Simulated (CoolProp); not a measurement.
50 sccm (0 °C, 1 atm) of nitrogen bubbles through liquid cyclohexane at 287.4 K and leaves saturated at a total pressure of 0.0312 MPa (ideal gas phase). Each further row changes one setting.

Model: reference Helmholtz-energy equation of state, Zhou 2014, in CoolProp.

| case | vapour pressure (kPa) | mole fraction of vapour | delivery (mg/min) | delivery (sccm) | change of delivery for a bath 1 K warmer (%) |
|---|---|---|---|---|---|
| as stated | 7.85 | 0.251 | 63.1 | 16.8 | 6.8 |
| bath temperature 292.4 K | 9.98 | 0.320 | 88.4 | 23.5 | 7.2 |
| total pressure 0.0624 MPa | 7.85 | 0.126 | 27.0 | 7.19 | 5.8 |
